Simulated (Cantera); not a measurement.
Charge: 1 mol CaO, 48 mol HCl, equilibrated at 900 °C.

Method: chemical equilibrium by Gibbs-energy minimisation in Cantera with the NASA 1993 tables (ideal gas, pure condensed phases). Candidate condensed phases: Ca, CaCl2, CaO, Ca(OH)2, H2O; 21 gas species. Condensed phases not in the tables: oxide chlorides. Kinetics and transport are ignored.

Q: At 0.203 Torr, list the 5 most abundant gas species with their mole fractions, and the condensed phases.

A: HCl 0.965, H2O 0.0210, CaCl2 0.0137, Cl 0.000416, H2 0.000212. Condensed: CaCl2(l).
